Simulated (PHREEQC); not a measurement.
Make-up at 25 °C: 0.17 mol H2SO4 and 0.085 mol HCl per kg of water. Closed to the air; pH follows from the charge balance.

Computed with PHREEQC (ion-association model, phreeqc.dat).

This is a speciation only: nothing precipitates in the calculation.

### Question
Estimate the pH, ionic strength, specific conductance.

### Answer
pH 0.67; ionic strength 0.296 mol/kgw; specific conductance 85600 µS/cm.

### Question
In which forms is S present?

### Answer
HSO4- 88 %, SO4-2 12 % of the S.
